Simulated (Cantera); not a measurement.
A closed system holds: 1 mol KCl, 81 mol H₂, equilibrated at 0.133 bar.

These are equilibrium values from Cantera (NASA tables, ideal gas, pure condensed phases), not measurements of a reactor. Candidate condensed phases: K, KCl; 10 gas species. Rates play no part. All values below are at 1252 °C.

Base state: H₂ 0.987, KCl 0.0116, HCl 0.000520, K 0.000520, H 6.44e-5, K₂Cl₂ 3.02e-5 (mole fractions); condensed: gas only.

What changes in the equilibrium state with this change: H₂ from 81 to 0.78 mol?


```
species    before    after
-------  --------  -------
KCl        0.0116    0.483
H₂          0.987    0.459
K₂Cl₂     3.02e-5   0.0522
K        0.000520  0.00277
HCl      0.000520  0.00277
H         6.44e-5  4.39e-5
```
